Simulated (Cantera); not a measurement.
A closed system holds: 1 mol SiH4, 39 mol NH3, 1 mol H2, equilibrated at 1398 K and 23.0 mbar.

Cantera equilibrium calculation (NASA polynomials, part measured and part estimated; ideal gas, pure solids and liquids). Candidate condensed phases: Si, Si3N4; 18 gas species. Equilibrium is a limit: real reactors are often held back by kinetics, nucleation or transport.

Task: What is the equilibrium state?

Result: 
| Item | Value |
|---|---|
| x(H2) | 0.766 |
| x(N2) | 0.234 |
| x(H) | 2.73e-5 |
| n(Si3N4(s)) | 0.333 mol |
| gas amount | 80.33 mol |
| log10 activity of Si(s) (absent) | -2.00 |
